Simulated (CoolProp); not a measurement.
A Linde-Hampson liquefier for CF4 (R14): isothermal reversible compression at 320 K from 1 atm to 15 MPa, throttling to 1 atm, return gas leaving the recuperator 10 K below the feed. Each further row changes one setting.

The numbers come from the reference Helmholtz-energy equation of state, Platzer 1990 in CoolProp. This equation is an older, rougher fit; its heat capacities, sound speeds and derivatives of the liquid may be far off and weren't checked against measurements.

```csv
case,liquid yield per pass,compression work (kJ/kg of gas)
as stated,(withheld),141
high pressure 30 MPa,0.226,(withheld)
warm-end temperature 350 K,(withheld),(withheld)
warm-end gap 15 K,(withheld),141
```

### Question
What belongs in the gaps?

### Answer

- as stated, liquid yield per pass: 0.172
- high pressure 30 MPa, compression work (kJ/kg of gas): 159
- warm-end temperature 350 K, liquid yield per pass: 0.120
- warm-end temperature 350 K, compression work (kJ/kg of gas): 158
- warm-end gap 15 K, liquid yield per pass: 0.159
